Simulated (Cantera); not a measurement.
Feed: 1 mol MgO, 1.2 mol HCl, 0.2 mol O₂, equilibrated at 948.15 K and 2.40 bar.

Method: chemical equilibrium by Gibbs-energy minimisation in Cantera with the NASA 1993 tables (ideal gas, pure condensed phases). Candidate condensed phases: H₂O, Mg, MgCl₂, MgO, Mg(OH)₂; 22 gas species. Condensed phases not in the tables: MgOHCl. The numbers say what is thermodynamically allowed, not how fast it happens.

Base state: HCl 0.518, H₂O 0.216, Cl₂ 0.216, O₂ 0.0504, Cl 5.14e-5, HOCl 2.66e-5 (mole fractions); condensed: MgO(s).

What changes in the equilibrium state with this change: O₂ from 0.2 to 0.018 mol?


```json
[
 {"species": "HCl", "before": "0.518", "after": "0.744"},
 {"species": "H₂O", "before": "0.216", "after": "0.221"},
 {"species": "Cl₂", "before": "0.216", "after": "0.0349"},
 {"species": "O₂", "before": "0.0504", "after": "0.000325"},
 {"species": "MgCl₂", "before": "8.92e-6", "after": "1.80e-5"},
 {"species": "HOCl", "before": "2.66e-5", "after": "3.07e-6"},
 {"species": "Cl", "before": "5.14e-5", "after": "2.07e-5"},
 {"species": "MgO(s), mol", "before": "1.000", "after": "0.812"},
 {"species": "MgCl₂(s), mol", "before": "0", "after": "0.188"}
]
```

What changes in the equilibrium state with this change: temperature from 948.15 K to 1323 K?


| species | before | after |
|---|---|---|
| HCl | 0.518 | 0.671 |
| H₂O | 0.216 | 0.116 |
| Cl₂ | 0.216 | 0.110 |
| O₂ | 0.0504 | 0.0949 |
| MgCl₂ | 8.92e-6 | 0.00486 |
| Cl | 5.14e-5 | 0.00324 |
| ClO | 1.29e-6 | 4.90e-5 |
| HOCl | 2.66e-5 | 8.51e-5 |
| MgO(s), mol | 1.000 | 0.994 |

What changes in the equilibrium state with this change: O₂ from 0.2 to 0.014 mol?


```tsv
species	before	after
HCl	0.518	0.749
H₂O	0.216	0.224
Cl₂	0.216	0.0275
O₂	0.0504	0.000201
MgCl₂	8.92e-6	1.80e-5
HOCl	2.66e-5	2.43e-6
Cl	5.14e-5	1.84e-5
MgO(s), mol	1.000	0.803
MgCl₂(s), mol	0	0.197
```
